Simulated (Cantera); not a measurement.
An isothermal, constant-pressure homogeneous reactor starts with 2.30 % H₂, 5.75 % O₂, 92.0 % N₂, equivalence ratio 0.20, at 900 K and 0.132 atm.

Cantera simulation using the H2/O2 subset of GRI-Mech 3.0, which has no nitrogen chemistry; the numbers are that mechanism's predictions, not measurements. Radical loss at walls, strong at low pressure, is not modelled. Below about 950 K walls govern HO2 and H2O2 in real vessels.

One state of this run: x H₂ = 8.47e-5; x O₂ = 0.0465; x O = 2.81e-6; x H = 2.63e-7; x HO₂ = 1.04e-6. x: mole fraction; the columns are a selection and need not sum to one.

Which value of t (s) does it belong to?
A. 2.00e-5
B. 0.192
C. 0.0123
D. 5.00e-5

B, 0.192
